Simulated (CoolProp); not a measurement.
Isobutane at 290.68 K and 9.19 MPa is throttled through a valve to 3.82 MPa with no heat exchange. Each further row changes one setting.

Model: reference Helmholtz-energy equation of state, Bücker 2006, in CoolProp.

```json
[
 {"case": "as stated", "temperature change (K)": "___", "final density (kg/m³)": "___"},
 {"case": "outlet pressure 1.15 MPa", "temperature change (K)": "___", "final density (kg/m³)": "___"},
 {"case": "outlet pressure 4.97 MPa", "temperature change (K)": "___", "final density (kg/m³)": "___"}
]
```

Question: Complete the blanks.

Answer: 
- as stated, temperature change (K): +1.7
- as stated, final density (kg/m³): 564
- outlet pressure 1.15 MPa, temperature change (K): +2.5
- outlet pressure 1.15 MPa, final density (kg/m³): 558
- outlet pressure 4.97 MPa, temperature change (K): +1.4
- outlet pressure 4.97 MPa, final density (kg/m³): 567
